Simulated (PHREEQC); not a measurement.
Alkaline etch or developer (model solution)

Consider water at 6 °C with 0.0038 mol/kgw LiOH, 1.2e-07 mol/kgw H4SiO4 and 7.9e-06 mol/kgw Na2CO3. Closed to the air; pH follows from the charge balance.

Computed with PHREEQC (Pitzer model, pitzer.dat).

| Property | Value |
|---|---|
| pH | 12.24 |
| ionic strength | 0.00382 mol/kgw |
| specific conductance | 521 µS/cm |
| osmotic coefficient | 0.979 |
| total alkalinity | 3.82 meq/kg |

| species | molality | activity | log γ |
|---|---|---|---|
| OH- | 0.00380 | 0.00355 | -0.029 |
| Li+ | 0.00380 | 0.00356 | -0.028 |
| Na+ | 1.58e-5 | 1.48e-5 | -0.028 |
| CO3-2 | 7.77e-6 | 5.87e-6 | -0.122 |
| HCO3- | 1.29e-7 | 1.20e-7 | -0.030 |
| H3SiO4- | 1.15e-7 | 1.07e-7 | -0.030 |
| H2SiO4-2 | 4.20e-9 | 3.17e-9 | -0.122 |

This is a speciation only: nothing precipitates in the calculation. Constants without temperature data keep their 25 °C values here.
